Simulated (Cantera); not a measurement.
Input (Python, Cantera) and output of one run.

```python
import numpy as np
import cantera as ct

gas_names = [...]  # 130 gases of nasa_gas.yaml made of C, H, Mg, O, S
cond_names = """
    C(gr) C6H6(L) C7H8(L) C8H18(L),n-octa H2O(s) H2O(L) H2SO4(L) Mg(cr) Mg(L) MgCO3(s) MgO(s) MgO(L)
    MgO2H2(s) MgS(s) MgSO4(s) MgSO4(L) S(cr1) S(cr2) S(L)
""".split()


# ... load() reads the species with a 1 bar reference pressure and builds the phases ...
atoms = {
    'MgSO4': {'Mg': 1, 'S': 1, 'O': 4},
    'CO2': {'C': 1, 'O': 2},
    'H2': {'H': 2},
}
top_T = {'C(gr)': 4500, 'MgS(s)': 2250}  # K; cautious upper limits of use, not melting points


# ... equilibrate(T, P, feed) seeds the gas with the atoms and calls Mixture.equilibrate('TP', solver="vcs", rtol=1e-11, max_steps=5000) ...
results = []
feed = {'MgSO4': 1, 'CO2': 0.11, 'H2': 0.089}  # mol
P = 10000  # Pa
for T in [598, 698, 798, 898, 998, 1098, 1198, 1298, 1398, 1498, 1598, 1698, 1798, 1898]:
    mix = equilibrate(T, P, feed)
    results.append((T, P, feed, dict(zip(mix.species_names, mix.species_moles))))

top = {s: max(r[3][s] / sum(r[3][g] for g in gas_names) for r in results) for s in gas_names}
cols = sorted((s for s in top if top[s] > 0.0001), key=lambda s: -top[s])[:7]
seen = [c for c in cond_names if any(r[3].get(c, 0) > 1e-12 for r in results)]
print("log10 of partial pressures in bar; condensed amounts in mol")
print(f"{'T/K':>10s}" + "".join(f"{s[:9]:>10s}" for s in cols + seen))
for T, P, feed, n in results:
    ng = sum(n[g] for g in gas_names)
    print(f"{T:10.4g}" + "".join(f"{np.log10(max(n[s] / ng * P / 1e5, 1e-99)):10.3f}" for s in cols)
          + "".join(f"{n.get(c, 0):10.4g}" for c in seen))
```

Output:

```
log10 of partial pressures in bar; condensed amounts in mol
       T/K       SO2       CO2       H2O        O2       H2S        S2       SO3    MgO(s)  MgSO4(s)
       598    -4.004    -1.259    -1.470   -29.825    -1.969    -3.921   -15.201   0.02264    0.9774
       698    -2.118    -1.302    -1.452   -24.010    -2.291    -2.718   -11.645   0.03712    0.9629
       798    -1.510    -1.418    -1.510   -18.075    -5.775    -6.586    -8.994   0.08898     0.911
       898    -1.510    -1.418    -1.510   -12.548   -10.279   -12.363    -6.947     0.089     0.911
       998    -1.510    -1.418    -1.510    -8.157   -13.836   -16.926    -5.322   0.08901     0.911
      1098    -1.510    -1.419    -1.511    -4.594   -16.705   -20.605    -4.004   0.08943    0.9106
      1198    -1.367    -1.611    -1.703    -1.937   -18.675   -22.761    -2.918    0.1984    0.8016
      1298    -1.225    -2.175    -2.267    -1.567   -17.902   -20.786    -2.916         1         0
      1398    -1.222    -2.176    -2.268    -1.564   -16.407   -18.706    -3.188         1         0
      1498    -1.221    -2.176    -2.269    -1.562   -15.110   -16.904    -3.425         1         0
      1598    -1.220    -2.177    -2.270    -1.562   -13.975   -15.328    -3.632         1         0
      1698    -1.220    -2.177    -2.271    -1.561   -12.973   -13.938    -3.814         1         0
      1798    -1.219    -2.178    -2.273    -1.561   -12.083   -12.702    -3.975         1         0
      1898    -1.220    -2.179    -2.277    -1.562   -11.288   -11.597    -4.120         1         0
```

Method: chemical equilibrium by Gibbs-energy minimisation in Cantera with the NASA 1993 tables (ideal gas, pure condensed phases). Mutual solubility and eutectic melting of coexisting phases are not modelled. Gases not in the tables: S3 to S7.
